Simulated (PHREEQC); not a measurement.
0.3 g of hydrous ferric oxide (600 m²/g; 0.2 weak and 0.005 strong sites per Fe, Dzombak-Morel constants, diffuse double layer) in 1 kg of water with 0.01 mol/kgw of an inert sodium salt and 0.00034 mol/kgw MgCl2 and 6.8e-05 mol/kgw ZnCl2, at 25 °C; the pH is set by adding NaOH or the inert anion's acid. O2 is buffered at 0.21 atm. No CO2 enters from the air. Precipitation was switched off in this run.

Computed with PHREEQC (ion-association model, wateq4f.dat).

### Question
Predict Mg sorbed (%) at pH = 4.38, 6.62, 7.75.

### Answer
```
pH    Mg sorbed (%)
----  -------------
4.38            0.0
6.62            0.1
7.75            9.2
```

Along this series the solution becomes supersaturated in solids that the run did not let form, among them Zn(OH)2-e. Species that the database lacks are ignored.
